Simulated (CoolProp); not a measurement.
Computed with CoolProp (reference Helmholtz-energy equation of state, Thol 2016).

Q: For R1234ze(E), give the phase and the cv (kJ/(kg K)), Joule-Thomson coefficient (K/MPa) at 420 K and 1450 kPa.

A: 
- 420 K and 1450 kPa: gas; cv 1.01, Joule-Thomson coefficient 7.90
